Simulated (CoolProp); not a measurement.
A simple Rankine cycle with cyclopropane: condensing at 332.15 K, boiler at 3.36 MPa, turbine inlet 383.5 K, turbine efficiency 0.85, pump efficiency 0.8, no recuperator. Each further row changes one setting.

Computed with CoolProp (reference Helmholtz-energy equation of state, Polt 1992). This equation is an older, rougher fit; its heat capacities, sound speeds and derivatives of the liquid may be far off and weren't checked against measurements.

```json
[
 {"case": "as stated", "thermal efficiency (%)": "7.3", "net work (kJ/kg)": "28.9", "heat in (kJ/kg)": "399", "turbine exit temperature (K)": "344.3", "volume ratio over the turbine": "2.11"},
 {"case": "turbine inlet 403.5 K", "thermal efficiency (%)": "7.4", "net work (kJ/kg)": "33.4", "heat in (kJ/kg)": "450", "turbine exit temperature (K)": "367.5", "volume ratio over the turbine": "2.07"},
 {"case": "condensing temperature 324.15 K", "thermal efficiency (%)": "[?]", "net work (kJ/kg)": "36.6", "heat in (kJ/kg)": "419", "turbine exit temperature (K)": "335.5", "volume ratio over the turbine": "[?]"},
 {"case": "boiler pressure 2.35 MPa", "thermal efficiency (%)": "[?]", "net work (kJ/kg)": "17.0", "heat in (kJ/kg)": "[?]", "turbine exit temperature (K)": "[?]", "volume ratio over the turbine": "[?]"},
 {"case": "turbine efficiency 0.75", "thermal efficiency (%)": "6.3", "net work (kJ/kg)": "25.1", "heat in (kJ/kg)": "399", "turbine exit temperature (K)": "346.2", "volume ratio over the turbine": "2.13"}
]
```

Q: Fill in the missing entries.

A: 
- condensing temperature 324.15 K, thermal efficiency (%): 8.7
- condensing temperature 324.15 K, volume ratio over the turbine: 2.51
- boiler pressure 2.35 MPa, thermal efficiency (%): 4.0
- boiler pressure 2.35 MPa, heat in (kJ/kg): 430
- boiler pressure 2.35 MPa, turbine exit temperature (K): 366.1
- boiler pressure 2.35 MPa, volume ratio over the turbine: 1.43
